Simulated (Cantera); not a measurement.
**Moist CO burnout**

An isothermal, constant-pressure homogeneous reactor starts with CO : O2 : H2O : N2 = 0.0058 : 0.081 : 0.0012 : 1.6 (molar parts), at 1475 K and 450000 Pa.

Cantera simulation using GRI-Mech 3.0 (53 species, 325 reactions); the numbers are that mechanism's predictions, not measurements.

| t (s) | x CO | x O2 | x H2O | x H | x H2O2 | x CO2 | x OH |
|---|---|---|---|---|---|---|---|
| 5.00e-5 | 0.00344 | 0.0480 | 0.000711 | 2.70e-10 | <1e-12 | 6.96e-8 | 7.31e-9 |
| 0.000162 | 0.00344 | 0.0480 | 0.000711 | 2.85e-9 | 2.77e-12 | 3.97e-7 | 7.51e-8 |
| 0.000522 | 0.00342 | 0.0480 | 0.000708 | 1.59e-7 | 6.79e-10 | 1.93e-5 | 3.86e-6 |
| 0.00169 | 0.00195 | 0.0472 | 0.000685 | 3.04e-6 | 1.75e-8 | 0.00149 | 4.26e-5 |
| 0.00545 | 0.000402 | 0.0465 | 0.000699 | 3.88e-7 | 5.06e-9 | 0.00304 | 2.29e-5 |
| 0.0176 | 3.81e-5 | 0.0464 | 0.000707 | 2.31e-8 | 9.12e-10 | 0.00340 | 9.93e-6 |
| 0.0568 | 1.77e-6 | 0.0463 | 0.000710 | 1.22e-9 | 1.50e-10 | 0.00344 | 4.01e-6 |
| 0.184 | 4.10e-8 | 0.0463 | 0.000711 | 2.91e-10 | 5.94e-11 | 0.00344 | 2.52e-6 |
| 0.593 | 2.54e-8 | 0.0463 | 0.000711 | 2.83e-10 | 5.82e-11 | 0.00344 | 2.49e-6 |
| 1.92 | 2.54e-8 | 0.0463 | 0.000711 | 2.83e-10 | 5.82e-11 | 0.00344 | 2.49e-6 |
| 6.19 | 2.54e-8 | 0.0463 | 0.000711 | 2.83e-10 | 5.82e-11 | 0.00344 | 2.49e-6 |
| 20.0 | 2.54e-8 | 0.0463 | 0.000711 | 2.83e-10 | 5.82e-11 | 0.00344 | 2.49e-6 |
x: mole fraction; the columns are a selection and need not sum to one.

Equilibrium at this temperature and pressure: CO 2.54e-8, O2 0.0461, H2O 0.000711, H 2.83e-10, H2O2 5.81e-11, CO2 0.00344, OH 2.49e-6 (gas phase only).
